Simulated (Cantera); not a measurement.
A Cantera script and what it prints.

```python
import numpy as np
import cantera as ct

gas_names = """
    C CH CH2 CH3 CH2OH CH3O CH4 CH3OH CO CO2 COOH C2 C2H CHCO,ketyl C2H2,acetylene C2H2,vinylidene
    CH2CO,ketene C2H3,vinyl CH3CO,acetyl C2H4 C2H4O,ethylen CH3CHO,ethanal CH3COOH (HCOOH)2 C2H5 C2H6
    CH3OCH3 C2H5OH C2O C3 C3H3,propargyl C3H4,allene C3H4,propyne C3H4,cyclo- C3H5,allyl C3H6,propylene
    C3H6,cyclo- C3H6O C3H7,n-propyl C3H7,i-propyl C3H8 C3H8O,1propanol C3H8O,2propanol C3O2 C4 C4H2
    C4H4,1,3-cyclo- C4H6,butadiene C4H6,2-butyne C4H6,cyclo- C4H8,1-butene C4H8,cis2-buten
    C4H8,tr2-butene C4H8,isobutene C4H8,cyclo- (CH3COOH)2 C4H9,n-butyl C4H9,i-butyl C4H9,s-butyl
    C4H9,t-butyl C4H10,isobutane C4H10,n-butane C5 C5H6,1,3cyclo- C5H8,cyclo- C5H10,1-pentene
    C5H10,cyclo- C5H11,pentyl C5H11,t-pentyl C5H12,n-pentane C5H12,i-pentane CH3C(CH3)2CH3 C6H2
    C6H5,phenyl C6H5O,phenoxy C6H6 C6H5OH,phenol C6H10,cyclo- C6H12,1-hexene C6H12,cyclo- C6H13,n-hexyl
    C7H7,benzyl C7H8 C7H8O,cresol C7H14,1-heptene C7H15,n-heptyl C7H16,n-heptane C8H8,styrene
    C8H10,ethylbenz C8H16,1-octene C8H17,n-octyl C8H18,isooctane C8H18,n-octane C9H19,n-nonyl
    C10H8,naphthale C10H21,n-decyl C12H9,o-bipheny C12H10,bipheny H HCO HO2 H2 HCHO,formaldehy HCOOH H2O
    H2O2 O OH O2 O3
""".split()
cond_names = """
    C(gr) C6H6(L) C7H8(L) C8H18(L),n-octa H2O(s) H2O(L)
""".split()


def load(file, names, dense=False):
    # The tables refer to 1 bar. Condensed volumes are neglected.
    table = {s.name: s for s in ct.Species.list_from_file(file)}
    out = []
    for n in names:
        d = dict(table[n].input_data)
        d["thermo"] = dict(d["thermo"], **{"reference-pressure": 1e5})
        if dense:
            d["equation-of-state"] = {"model": "constant-volume", "density": "1e6 g/cm^3"}
        out.append(ct.Species.from_dict(d))
    return out


gas = ct.Solution(thermo="ideal-gas", species=load("nasa_gas.yaml", gas_names))
cond = {s.name: ct.Solution(thermo="fixed-stoichiometry", species=[s], name=s.name)
        for s in load("nasa_condensed.yaml", cond_names, dense=True)}
atoms = {
    'CH4': {'C': 1, 'H': 4},
    'O2': {'O': 2},
    'H2': {'H': 2},
}
top_T = {'C(gr)': 4500}  # K; cautious upper limits of use, not melting points


def equilibrate(T, P, feed):
    n = {}
    for name, mol in feed.items():
        for a, k in atoms[name].items():
            n[a] = n.get(a, 0.0) + k * mol
    gas.TPX = T, P, n
    mass = sum(n.values()) * gas.mean_molecular_weight
    gas.equilibrate("TP")
    valid = [c for c in cond.values() if c.min_temp <= T <= top_T.get(c.name, c.max_temp)]
    mix = ct.Mixture([(gas, mass / gas.mean_molecular_weight)] + [(c, 0.0) for c in valid])
    mix.T, mix.P = T, P
    mix.equilibrate("TP", solver="vcs", rtol=1e-11, max_steps=5000)
    return mix


results = []
feed = {'CH4': 1, 'O2': 0.9, 'H2': 32}  # mol
T = 2600  # K
for P in [10, 160, 2500, 40000, 630000, 10000000]:
    mix = equilibrate(T, P, feed)
    results.append((T, P, feed, dict(zip(mix.species_names, mix.species_moles))))
    x = sorted(zip(gas.X, gas.species_names), reverse=True)
    print(f"T = {T:g} K  P = {P:g} Pa  gas = {mix.phase_moles(0):.4g} mol")
    print("   x: " + "  ".join(f"{s} {v:.3e}" for v, s in x if v > 1e-06))
    print("   condensed (mol): " + ("  ".join(f"{mix.phase(i).name} {mix.phase_moles(i):.4g}"
          for i in range(1, mix.n_phases) if mix.phase_moles(i) > 1e-12) or "none"))
```

It prints:

```
T = 2600 K  P = 10 Pa  gas = 65.94 mol
   x: H 9.158e-01  H2 5.693e-02  CO 1.515e-02  O 1.077e-02  OH 1.034e-03  H2O 2.778e-04  O2 2.139e-05  CO2 1.143e-05
   condensed (mol): none
T = 2600 K  P = 160 Pa  gas = 49.94 mol
   x: H 5.883e-01  H2 3.758e-01  CO 1.995e-02  H2O 9.182e-03  O 3.369e-03  OH 3.325e-03  CO2 7.532e-05  O2 3.351e-05
   condensed (mol): none
T = 2600 K  P = 2500 Pa  gas = 39.13 mol
   x: H2 7.446e-01  H 2.095e-01  CO 2.545e-02  H2O 1.889e-02  OH 1.229e-03  O 2.238e-04  CO2 9.978e-05  O2 2.311e-06
   condensed (mol): none
T = 2600 K  P = 40000 Pa  gas = 36.04 mol
   x: H2 8.928e-01  H 5.735e-02  CO 2.764e-02  H2O 2.176e-02  OH 3.233e-04  CO2 1.041e-04  O 1.344e-05
   condensed (mol): none
T = 2600 K  P = 630000 Pa  gas = 35.26 mol
   x: H2 9.343e-01  CO 2.825e-02  H2O 2.250e-02  H 1.478e-02  CO2 1.052e-04  OH 8.236e-05
   condensed (mol): none
T = 2600 K  P = 1e+07 Pa  gas = 35.06 mol
   x: H2 9.450e-01  CO 2.838e-02  H2O 2.272e-02  H 3.731e-03  CO2 1.055e-04  CH4 2.598e-05  OH 2.075e-05  CH3 1.801e-06  HCO 1.317e-06  HCHO,formaldehy 1.081e-06
   condensed (mol): none
```

Equilibrium computed with Cantera from the NASA thermochemical tables; the gas is ideal and each condensed phase is pure. The ideal-gas law is rough above about 30 bar.
